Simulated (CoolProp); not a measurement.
Vapour-liquid equilibrium of R22 (1) + R114 (2) at 1230 kPa; x and y are mole fractions of (1).

Computed with CoolProp (multi-fluid Helmholtz-energy mixture model, Kamei 1995 and Platzer 1990; pair parameters Bell 2016). This equation is an older, rougher fit; its heat capacities, sound speeds and derivatives of the liquid may be far off and weren't checked against measurements.

| x | bubble temperature, mixture model (°C) | bubble temperature, Raoult's law (°C) | y, mixture model | y, Raoult's law |
|---|---|---|---|---|
| 0.05 | [?] | 86.6 | 0.152 | 0.169 |
| 0.15 | 73.2 | 76.0 | [?] | 0.413 |
| 0.25 | 64.2 | 67.3 | 0.528 | 0.577 |
| 0.35 | [?] | 60.1 | 0.634 | 0.693 |
| 0.45 | [?] | 54.0 | [?] | 0.778 |
| 0.55 | 47.1 | 48.7 | [?] | 0.842 |
| 0.65 | 43.0 | 44.0 | 0.837 | 0.892 |
| 0.75 | [?] | 39.8 | 0.888 | 0.932 |
| 0.85 | 35.9 | 36.1 | 0.935 | 0.963 |
| 0.95 | 32.7 | 32.8 | [?] | 0.989 |

Q: Complete the blanks.

A: 
- 0.05, bubble temperature, mixture model (°C): 85.4
- 0.15, y, mixture model: 0.378
- 0.35, bubble temperature, mixture model (°C): 57.3
- 0.45, bubble temperature, mixture model (°C): 51.7
- 0.45, y, mixture model: 0.714
- 0.55, y, mixture model: 0.780
- 0.75, bubble temperature, mixture model (°C): 39.3
- 0.95, y, mixture model: 0.979

The largest gap from Raoult's law is -3.1 K in bubble temperature, at x = 0.25. No azeotrope shows between x = 0.05 and 0.95.

Pair parameters are fitted to limited data, so mixtures are less certain than the pure fluids.
